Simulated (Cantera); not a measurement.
What does this Cantera script print?

```python
import numpy as np
import cantera as ct

gas = ct.Solution("gri30.yaml")
gas.TPX = 1273, 620000, {'CH4': 1, 'C2H6': 0.13, 'O2': 1.29, 'N2': 4.86, 'CO2': 0.57}
reactor = ct.IdealGasConstPressureReactor(gas, energy="on", clone=False)
net = ct.ReactorNet([reactor])
net.rtol, net.atol = 1e-08, 1e-16
show = ['CH4', 'C2H6', 'O2', 'H', 'CO', 'NO', 'H2O2']
times = np.geomspace(1e-06, 4, 15)

steps = ct.SolutionArray(gas, extra=["t"])
rows = []
print(f"{'t/s':>10s}{'T/K':>9s}{'P/Pa':>11s}" + "".join(f"{s:>11s}" for s in show))
for t in times:
    while net.time < t:
        t_next = net.step()
        steps.append(gas.state, t=t_next)
    rows.append([np.interp(t, steps.t, y) for y in (steps.T, steps.P, *steps(*show).X.T)])
    print(f"{t:10.3e}{rows[-1][0]:9.1f}{rows[-1][1]:11.4g}" + "".join(f"{x:11.3e}" for x in rows[-1][2:]))
rate = np.gradient(steps.T, steps.t)
print("integrator steps:", len(steps.t))
if steps.T.max() > steps.T[0] + 200:
    print(f"time of steepest temperature rise: {steps.t[rate.argmax()]:.4e} s")
gas.TPX = 1273, 620000, {'CH4': 1, 'C2H6': 0.13, 'O2': 1.29, 'N2': 4.86, 'CO2': 0.57}
gas.equilibrate("HP")
print(f"equilibrium (HP): T = {gas.T:.1f} K  " + "  ".join(f"{s} {gas[s].X[0]:.3e}" for s in show))
```

Output:

```
       t/s      T/K       P/Pa        CH4       C2H6         O2          H         CO         NO       H2O2
 1.000e-06   1273.0    6.2e+05  1.274e-01  1.656e-02  1.643e-01  2.220e-10  3.529e-12  2.643e-20  1.166e-10
 2.962e-06   1273.0    6.2e+05  1.274e-01  1.656e-02  1.643e-01  5.977e-10  2.646e-11  2.332e-19  1.211e-09
 8.773e-06   1273.0    6.2e+05  1.274e-01  1.656e-02  1.643e-01  1.826e-09  2.935e-10  2.112e-18  1.547e-08
 2.599e-05   1273.0    6.2e+05  1.274e-01  1.655e-02  1.643e-01  7.355e-09  5.491e-09  2.128e-17  2.117e-07
 7.697e-05   1273.0    6.2e+05  1.274e-01  1.651e-02  1.643e-01  5.057e-08  2.781e-07  4.688e-16  2.306e-06
 2.280e-04   1276.1    6.2e+05  1.266e-01  1.601e-02  1.635e-01  3.472e-07  4.490e-05  3.779e-14  1.442e-05
 6.752e-04   2298.7    6.2e+05  3.979e-03  6.524e-06  2.604e-03  1.816e-03  1.197e-01  5.326e-06  1.935e-07
 2.000e-03   2295.4    6.2e+05  6.485e-09  2.080e-16  1.754e-06  1.208e-03  1.560e-01  8.858e-05  2.338e-09
 5.924e-03   2295.5    6.2e+05  3.004e-10  2.325e-20  1.760e-06  1.210e-03  1.560e-01  7.153e-05  2.344e-09
 1.755e-02   2295.7    6.2e+05  2.983e-10  2.295e-20  1.764e-06  1.211e-03  1.560e-01  4.924e-05  2.348e-09
 5.197e-02   2295.8    6.2e+05  2.974e-10  2.284e-20  1.766e-06  1.211e-03  1.560e-01  3.820e-05  2.350e-09
 1.539e-01   2295.8    6.2e+05  2.974e-10  2.283e-20  1.766e-06  1.211e-03  1.560e-01  3.730e-05  2.350e-09
 4.559e-01   2295.8    6.2e+05  2.974e-10  2.283e-20  1.766e-06  1.211e-03  1.560e-01  3.730e-05  2.350e-09
 1.350e+00   2295.8    6.2e+05  2.974e-10  2.283e-20  1.766e-06  1.211e-03  1.560e-01  3.730e-05  2.350e-09
 4.000e+00   2295.8    6.2e+05  2.974e-10  2.283e-20  1.766e-06  1.211e-03  1.560e-01  3.730e-05  2.350e-09
integrator steps: 2004
time of steepest temperature rise: 6.6610e-04 s
equilibrium (HP): T = 2295.8 K  CH4 3.322e-10  C2H6 2.759e-20  O2 1.766e-06  H 1.211e-03  CO 1.560e-01  NO 3.730e-05  H2O2 2.350e-09
```

Model: GRI-Mech 3.0 (53 species, 325 reactions), integrated in Cantera.
